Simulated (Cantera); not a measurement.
Stirred combustor or abatement burner

A perfectly stirred reactor is fed with H2 : O2 : N2 = 1 : 0.385 : 1.45 (molar parts), equivalence ratio 1.3, at 0.276 atm; it is adiabatic with a 475 K inlet, and is followed from long to short residence time, starting on the burning branch (τ in s: 0.42, 0.15, 0.055, 0.02, 0.0072, 0.0026, 0.00094, 0.00034, 0.00012, 4.4e-05).

Model: the H2/O2 subset of GRI-Mech 3.0, which has no nitrogen chemistry, integrated in Cantera.

| τ (s) | T (K) | x H2 | x O2 | x OH | x O | x HO2 | x H2O |
|---|---|---|---|---|---|---|---|
| 0.42 | 2391 | 0.0926 | 0.000617 | 0.00608 | 0.000449 | 1.79e-7 | 0.304 |
| 0.15 | 2374 | 0.0926 | 0.000797 | 0.00678 | 0.000576 | 2.20e-7 | 0.302 |
| 0.055 | 2337 | 0.0926 | 0.00124 | 0.00816 | 0.000894 | 3.08e-7 | 0.298 |
| 0.020 | 2265 | 0.0926 | 0.00222 | 0.0103 | 0.00163 | 4.71e-7 | 0.292 |
| 0.0072 | 2146 | 0.0926 | 0.00407 | 0.0125 | 0.00304 | 7.55e-7 | 0.281 |
| 0.0026 | 1983 | 0.0918 | 0.00683 | 0.0135 | 0.00513 | 1.27e-6 | 0.269 |
| 0.00094 | 1788 | 0.0893 | 0.0103 | 0.0125 | 0.00746 | 2.18e-6 | 0.256 |
| 0.00034 | 1576 | 0.0865 | 0.0149 | 0.00982 | 0.00920 | 3.83e-6 | 0.242 |
| 0.00012 | 1353 | 0.0959 | 0.0250 | 0.00618 | 0.00926 | 8.22e-6 | 0.221 |
| 4.4e-5 | 475 | 0.353 | 0.136 | <1e-12 | <1e-12 | <1e-12 | <1e-12 |
x: mole fraction; the columns are a selection and need not sum to one.
